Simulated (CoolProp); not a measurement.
Normal hydrogen at 293.15 K and 0.469 MPa flows at 0.077 m/s in a round tube of 50 mm bore and 45 µm roughness, fully developed (64/Re and Nu = 3.66 if laminar; Colebrook and Gnielinski if turbulent). Each further row changes one setting.

The numbers come from the reference Helmholtz-energy equation of state, Leachman 2009 in CoolProp.

| case | Reynolds number | Darcy friction factor | pressure drop (Pa/m) | heat-transfer coefficient (W/(m² K)) | mass flow (kg/h) |
|---|---|---|---|---|---|
| as stated | 169 | 0.378 | … | 13.5 | … |
| velocity 0.154 m/s | 339 | 0.189 | … | 13.5 | 0.421 |
| diameter 100 mm | 339 | 0.189 | … | … | … |

Problem. Complete the blanks.

Solution. 
- as stated, pressure drop (Pa/m): 0.00867
- as stated, mass flow (kg/h): 0.211
- velocity 0.154 m/s, pressure drop (Pa/m): 0.0173
- diameter 100 mm, pressure drop (Pa/m): 0.00217
- diameter 100 mm, heat-transfer coefficient (W/(m² K)): 6.73
- diameter 100 mm, mass flow (kg/h): 0.842

Viscosity comes from a separate model (Muzny 2013). Thermal conductivity comes from a separate model (Assael 2011).
